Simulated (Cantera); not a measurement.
A closed system holds: 1 mol Cu2O, 5.5 mol H2, 0.14 mol H2O, at 0.00200 bar.

Cantera equilibrium calculation (NASA polynomials, part measured and part estimated; ideal gas, pure solids and liquids). Candidate condensed phases: Cu, CuO, Cu(OH)2, Cu2O, H2O; 12 gas species. Equilibrium is a limit: real reactors are often held back by kinetics, nucleation or transport.

Q: Which condensed phases are stable at each of these points (T (°C)): 1125, 1225, 1325, 1425, 1525, 1625, 1725, 1825, 1925?

A: 
| T (°C) | condensed phases | Cu condensed (%) |
|---|---|---|
| 1125 | Cu(l) | 99.8 |
| 1225 | Cu(l) | 98.9 |
| 1325 | Cu(l) | 94.4 |
| 1425 | Cu(l) | 76.3 |
| 1525 | gas only | 0.0 |
| 1625 | gas only | 0.0 |
| 1725 | gas only | 0.0 |
| 1825 | gas only | 0.0 |
| 1925 | gas only | 0.0 |

From 1125 °C to 1425 °C the condensed part is Cu(l). From 1525 °C to 1925 °C nothing is condensed.
